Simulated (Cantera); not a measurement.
A freely propagating, adiabatic, planar premixed flame of CH4 : O2 : N2 = 1 : 2.33 : 10.9 (molar parts), equivalence ratio 0.86, unburnt at 575 K and 4.15 atm; mixture-averaged transport, grid criteria slope 0.08 and curve 0.16, no radiation.

Cantera simulation using GRI-Mech 3.0 (53 species, 325 reactions); the numbers are that mechanism's predictions, not measurements. Burning velocities carry a grid error of a few per cent, more on coarse grids.

Predict: laminar burning velocity; thermal thickness; peak x(CH3); peak x(O); peak x(CO); peak x(CH2CO).


```json
{
  "laminar_burning_velocity": "37.5 cm/s",
  "thermal_thickness": "0.183 mm",
  "peak x(CH3)": "0.000882",
  "peak x(O)": "0.00132",
  "peak x(CO)": "0.0248",
  "peak x(CH2CO)": "0.000119"
}
```
